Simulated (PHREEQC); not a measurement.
Consider water at 25 °C with 0.13 mol KCl, 0.018 mol CO2, 4.4e-05 mol AgF and 0.068 mol NaHSO4 per kg of water. Closed to the air; pH follows from the charge balance.

Computed with PHREEQC (ion-association model, wateq4f.dat).

This is a speciation only: nothing precipitates in the calculation.

Question: What pH, ionic strength does the model give?

Answer: pH 1.53; ionic strength 0.255 mol/kgw.

Question: In which forms is Na present?

Answer: Na+ 96 %, NaSO4- 3.7 % of the Na.

Saturation is exceeded, for instance for Cerargyrite; the values hold only as long as no solid forms.
